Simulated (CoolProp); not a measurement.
Vapour-liquid equilibrium of chloromethane (R40) (1) + isobutene (2) at 362.7 K; x and y are mole fractions of (1).

Computed with CoolProp (multi-fluid Helmholtz-energy mixture model, Thol 2014 and Lemmon 2005; pair parameters Bell 2016).

| x | bubble pressure, mixture model (bar) | bubble pressure, Raoult's law (bar) | y, mixture model | y, Raoult's law |
|---|---|---|---|---|
| 0.05 | 15.64 | 15.50 | 0.080 | 0.086 |
| 0.125 | 16.68 | 16.38 | 0.187 | 0.203 |
| 0.2 | 17.68 | 17.25 | 0.282 | 0.308 |
| 0.275 | 18.62 | 18.13 | 0.368 | 0.404 |
| 0.35 | 19.53 | 19.01 | 0.447 | 0.490 |
| 0.425 | 20.41 | 19.88 | 0.521 | 0.569 |
| 0.5 | 21.27 | 20.76 | 0.591 | 0.641 |
| 0.575 | 22.11 | 21.64 | 0.658 | 0.707 |
| 0.65 | 22.93 | 22.52 | 0.723 | 0.768 |
| 0.725 | 23.73 | 23.39 | 0.785 | 0.825 |
| 0.8 | 24.53 | 24.27 | 0.845 | 0.877 |
| 0.875 | 25.31 | 25.15 | 0.905 | 0.926 |
| 0.95 | 26.09 | 26.02 | 0.962 | 0.971 |

The largest gap from Raoult's law is +2.7 % in bubble pressure, at x = 0.35. No azeotrope shows between x = 0.05 and 0.95.

The pair parameters rest on a limited set of measurements; away from them the model extrapolates.
